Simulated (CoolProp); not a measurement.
o-xylene along the isotherm 620 K: density (kg/m³) from the reference equation and from simpler models built on Tc = 630.3 K, pc = 3737 kPa, ω = 0.312; each cubic takes its own stable root.

The numbers come from the reference Helmholtz-energy equation of state, Zhou 2012 in CoolProp.

```csv
p (kPa),phase,reference
3740,liquid,455.1
7470,liquid,537.5
11200,liquid,570.5
14900,liquid,592.4
18700,liquid,609.8
22400,liquid,623.6
26200,liquid,635.8
29900,liquid,646.1
33600,liquid,655.4
37400,liquid,664.0
```

### Question
How far does each simpler model (van der Waals, Redlich-Kwong, Soave-Redlich-Kwong, Peng-Robinson) lie from the reference over these 10 states: mean and median of the absolute difference, and the worst?

### Answer
- van der Waals: mean 31.6 %, median 30.6 %, worst -38.2 % at 620 K and 3740 kPa
- Redlich-Kwong: mean 12.0 %, median 10.4 %, worst -23.6 % at 620 K and 3740 kPa
- Soave-Redlich-Kwong: mean 11.4 %, median 10.1 %, worst -21.0 % at 620 K and 3740 kPa
- Peng-Robinson: mean 3.2 %, median 2.2 %, worst -12.0 % at 620 K and 3740 kPa
